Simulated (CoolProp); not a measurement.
Properties of ethanol along the isobar 65.4 bar.

The numbers come from the reference Helmholtz-energy equation of state, Schroeder 2014 in CoolProp.

| T (°C) | phase | density (kg/m³) | Joule-Thomson coefficient (K/MPa) | isothermal compressibility (1/MPa) |
|---|---|---|---|---|
| 16.85 | liquid | 797.5 | -0.3713 | 0.001020 |
| 47.45 | liquid | 771.9 | -0.3194 | 0.001241 |
| 77.95 | liquid | 744.7 | -0.2588 | 0.001547 |
| 108.45 | liquid | 714.2 | -0.1843 | 0.002025 |
| 139.05 | liquid | 678.0 | -0.08424 | 0.002877 |
| 169.55 | liquid | 633.4 | 0.05731 | 0.004563 |
| 200.15 | liquid | 576.3 | 0.3107 | 0.008693 |
| 230.65 | liquid | 484.0 | 1.413 | 0.03777 |
| 261.15 | supercritical | 110.4 | 10.26 | 0.3310 |
| 291.75 | supercritical | 85.25 | 7.349 | 0.2206 |
